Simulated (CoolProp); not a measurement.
R124 at 293.15 K and 0.0566 MPa is compressed adiabatically to 0.158 MPa with isentropic efficiency 0.8. Each further row changes one setting.

The numbers come from the reference Helmholtz-energy equation of state, de Vries 1995 in CoolProp.

```csv
case,work (kJ/kg),final temperature (K),final density (kg/m³)
as stated,23.4,326.2,8.20
efficiency 1,18.7,320.2,8.37
efficiency 0.65,28.8,333.1,8.01
```
